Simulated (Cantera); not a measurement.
A Cantera script and what it prints.

```python
import numpy as np
import cantera as ct

gas_names = """
    B BCL BCL2 BCL3 BH BH2 BH3 B2 CL CL2 H HCL H2
""".split()
cond_names = """
    B(b) B(L)
""".split()


# ... load() reads the species with a 1 bar reference pressure and builds the phases ...
atoms = {
    'B': {'B': 1},
    'Cl2': {'CL': 2},
    'HCl': {'H': 1, 'CL': 1},
}
top_T = {}  # K; cautious upper limits of use, not melting points


# ... equilibrate(T, P, feed) seeds the gas with the atoms and calls Mixture.equilibrate('TP', solver="vcs", rtol=1e-11, max_steps=5000) ...
results = []
T = 1625  # K
P = 520000  # Pa
for m in [0.24, 0.41, 0.57, 0.74, 0.91, 1.1, 1.2, 1.4, 1.6, 1.8, 1.9]:
    feed = {'B': 1, 'Cl2': m, 'HCl': 0.27}  # mol
    mix = equilibrate(T, P, feed)
    results.append((T, P, feed, dict(zip(mix.species_names, mix.species_moles))))
    x = sorted(zip(gas.X, gas.species_names), reverse=True)
    print(f"T = {T:g} K  P = {P:g} Pa  n(Cl2) = {m:g} mol  gas = {mix.phase_moles(0):.4g} mol")
    print("   x: " + "  ".join(f"{s} {v:.3e}" for v, s in x if v > 0.001))
    print("   condensed (mol): " + ("  ".join(f"{mix.phase(i).name} {mix.phase_moles(i):.4g}"
          for i in range(1, mix.n_phases) if mix.phase_moles(i) > 1e-12) or "none"))
```

Result:

```
T = 1625 K  P = 520000 Pa  n(Cl2) = 0.24 mol  gas = 0.4017 mol
   x: BCL3 5.397e-01  HCL 2.421e-01  H2 2.150e-01  BCL2 2.861e-03
   condensed (mol): B(b) 0.782
T = 1625 K  P = 520000 Pa  n(Cl2) = 0.41 mol  gas = 0.5175 mol
   x: BCL3 6.282e-01  HCL 2.151e-01  H2 1.533e-01  BCL2 3.165e-03
   condensed (mol): B(b) 0.6731
T = 1625 K  P = 520000 Pa  n(Cl2) = 0.57 mol  gas = 0.6261 mol
   x: BCL3 6.836e-01  HCL 1.944e-01  H2 1.184e-01  BCL2 3.349e-03
   condensed (mol): B(b) 0.5698
T = 1625 K  P = 520000 Pa  n(Cl2) = 0.74 mol  gas = 0.7411 mol
   x: BCL3 7.258e-01  HCL 1.766e-01  H2 9.386e-02  BCL2 3.485e-03
   condensed (mol): B(b) 0.4593
T = 1625 K  P = 520000 Pa  n(Cl2) = 0.91 mol  gas = 0.8559 mol
   x: BCL3 7.575e-01  HCL 1.619e-01  H2 7.674e-02  BCL2 3.586e-03
   condensed (mol): B(b) 0.3484
T = 1625 K  P = 520000 Pa  n(Cl2) = 1.1 mol  gas = 0.9841 mol
   x: BCL3 7.847e-01  HCL 1.484e-01  H2 6.297e-02  BCL2 3.671e-03
   condensed (mol): B(b) 0.224
T = 1625 K  P = 520000 Pa  n(Cl2) = 1.2 mol  gas = 1.051 mol
   x: BCL3 7.965e-01  HCL 1.423e-01  H2 5.726e-02  BCL2 3.708e-03
   condensed (mol): B(b) 0.1584
T = 1625 K  P = 520000 Pa  n(Cl2) = 1.4 mol  gas = 1.186 mol
   x: BCL3 8.164e-01  HCL 1.314e-01  H2 4.810e-02  BCL2 3.770e-03
   condensed (mol): B(b) 0.02695
T = 1625 K  P = 520000 Pa  n(Cl2) = 1.6 mol  gas = 1.38 mol
   x: BCL3 7.247e-01  HCL 1.957e-01  CL2 6.535e-02  CL 1.425e-02
   condensed (mol): none
T = 1625 K  P = 520000 Pa  n(Cl2) = 1.8 mol  gas = 1.589 mol
   x: BCL3 6.295e-01  CL2 1.771e-01  HCL 1.700e-01  CL 2.347e-02
   condensed (mol): none
T = 1625 K  P = 520000 Pa  n(Cl2) = 1.9 mol  gas = 1.692 mol
   x: BCL3 5.909e-01  CL2 2.232e-01  HCL 1.595e-01  CL 2.634e-02
   condensed (mol): none
```

These are equilibrium values from Cantera (NASA tables, ideal gas, pure condensed phases), not measurements of a reactor. The tables' values for BCl2, BCl are old estimates; treat these amounts as uncertain. Gases not in the tables: BHCl2.
